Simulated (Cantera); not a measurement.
A closed system holds: 1 mol MgO, 3.6 mol CO, 3.2 mol H₂, 0.46 mol CH₄, at 13.3 mbar.

Method: chemical equilibrium by Gibbs-energy minimisation in Cantera with the NASA 1993 tables (ideal gas, pure condensed phases). Candidate condensed phases: C, C₆H₆, C₇H₈, C₈H₁₈, H₂O, Mg, MgCO₃, MgO, Mg(OH)₂; 116 gas species. The numbers say what is thermodynamically allowed, not how fast it happens.

Task: Which condensed phases are stable at each of these points (T (°C)): 1400, 1500, 1600, 1700, 1800, 1900, 2000?

Result: 
```csv
T (°C),condensed phases,Mg condensed (%)
1400,MgO(s),54.0
1500,MgO(s),53.7
1600,MgO(s),52.5
1700,MgO(s),47.6
1800,MgO(s),33.9
1900,MgO(s),5.7
2000,gas only,0.0
```

From 1400 °C to 1900 °C the condensed part is MgO(s). At 2000 °C nothing is condensed.
